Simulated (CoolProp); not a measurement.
Vapour-liquid equilibrium of carbon monoxide (1) + methane (2) at 108.7 K; x and y are mole fractions of (1).

Computed with CoolProp (multi-fluid Helmholtz-energy mixture model, Lemmon 2006 and Setzmann 1991; pair parameters Kunz 2012).

```csv
x,"bubble pressure, mixture model (MPa)","bubble pressure, Raoult's law (MPa)","y, mixture model","y, Raoult's law"
0.05,0.1300,0.1241,0.413,0.397
0.125,0.2101,0.1920,0.656,0.641
0.2,0.2912,0.2598,0.766,0.757
0.275,(withheld),0.3277,(withheld),0.826
0.35,0.4461,0.3956,(withheld),0.871
0.425,0.5167,0.4635,0.893,0.902
0.5,(withheld),0.5314,0.912,0.926
0.575,(withheld),0.5993,0.928,0.944
0.65,0.6993,0.6672,0.941,0.959
0.725,(withheld),0.7351,0.952,0.971
0.8,0.8105,0.8030,0.964,0.980
0.875,0.8698,0.8709,0.976,0.989
0.95,(withheld),0.9388,0.990,0.996
```

**Question.** Some entries are withheld; supply them.

**Answer.** 
- 0.275, bubble pressure, mixture model (MPa): 0.3706
- 0.275, y, mixture model: 0.827
- 0.35, y, mixture model: 0.866
- 0.5, bubble pressure, mixture model (MPa): 0.5819
- 0.575, bubble pressure, mixture model (MPa): 0.6423
- 0.725, bubble pressure, mixture model (MPa): 0.7546
- 0.95, bubble pressure, mixture model (MPa): 0.9353

The largest gap from Raoult's law is +13.1 % in bubble pressure, at x = 0.275. No azeotrope shows between x = 0.05 and 0.95.

Pair parameters are fitted to limited data, so mixtures are less certain than the pure fluids.
